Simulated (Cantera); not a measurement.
An isothermal, constant-pressure homogeneous reactor starts with 3.01 % CH4, 97.0 % H2, at 2475 K and 0.0180 bar.

Detailed kinetics in Cantera: GRI-Mech 3.0 (53 species, 325 reactions). GRI-Mech 3.0 stops at C3 and has no aromatics, soot or wall deposition, so with more carbon than oxygen in the feed, carbon stays in small species such as C2H2 where larger ones or solid carbon would form. Radical loss at walls, strong at low pressure, is not modelled.

One state of this run: x CH4 = 2.47e-6; x H2 = 0.832; x CH2 = 2.44e-6; x H = 0.154; x C2H4 = 1.58e-7; x C2H2 = 0.0133; x C2H = 0.000167. x: mole fraction; the columns are a selection and need not sum to one.

### Question
Which value of t (s) does it belong to?
(A) 0.0155
(B) 0.00280
(C) 2.62
(D) 9.17e-5

### Answer
C, 2.62
